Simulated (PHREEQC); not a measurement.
## Leach liquor (model solution)

Solution (25 °C): 0.35 mol/kgw HCl, 0.025 mol/kgw FeSO4 and 0.0088 mol/kgw MnSO4. Closed to the air; pH follows from the charge balance.

Equilibrium calculation in PHREEQC: ion-association model, wateq4f.dat.

Each row changes one thing in this solution. This is a speciation only: nothing precipitates in the calculation.

| case | pH | ionic strength (mol/kgw) | HSO4- (mol/kgw) | SO4-2 (mol/kgw) | FeCl+ (mol/kgw) | FeHSO4+ (mol/kgw) | SI of Melanterite (FeSO4:7H2O) |
|---|---|---|---|---|---|---|---|
| as made | 0.61 | 0.410 | 0.0277 | 0.00353 | 0.00242 | 0.00166 | -3.21 |
| MnSO4 left out | 0.60 | 0.397 | 0.0207 | 0.00254 | 0.00252 | 0.00128 | -3.33 |
| HCl from 0.35 to 0.175 mol/kgw | 0.93 | 0.240 | 0.0243 | 0.00557 | 0.00143 | 0.00177 | -2.83 |
| temperature from 25 to 80 °C | 0.62 | 0.407 | 0.0306 | 0.00109 | 0.00216 | 0.00164 | -4.29 |
| temperature from 25 to 30 °C | 0.61 | 0.409 | 0.0280 | 0.00322 | 0.00240 | 0.00167 | -3.31 |

Species that the database lacks are ignored. At this temperature some constants are extrapolated from 25 °C, and those without enthalpy data are left unchanged.
